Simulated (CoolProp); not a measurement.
Methanol at 305.92 K and 1.13 MPa flows at 2.3 m/s in a round tube of 6 mm bore and 45 µm roughness, fully developed (64/Re and Nu = 3.66 if laminar; Colebrook and Gnielinski if turbulent). Each further row changes one setting.

The numbers come from the reference Helmholtz-energy equation of state, de Reuck 1993 in CoolProp.

```tsv
case	Reynolds number	Darcy friction factor	pressure drop (Pa/m)	heat-transfer coefficient (W/(m² K))	mass flow (kg/h)
as stated	22000	…	12900	6660	183
velocity 4.6 m/s	43900	0.0361	…	…	365
diameter 12 mm	43900	0.0303	5210	5910	731
```

**Question.** Fill in the missing entries.

**Answer.** 
- as stated, Darcy friction factor: 0.0375
- velocity 4.6 m/s, pressure drop (Pa/m): 49600
- velocity 4.6 m/s, heat-transfer coefficient (W/(m² K)): 13300

Viscosity comes from a separate model (Xiang 2006). Thermal conductivity comes from a separate model (Sykioti 2013).
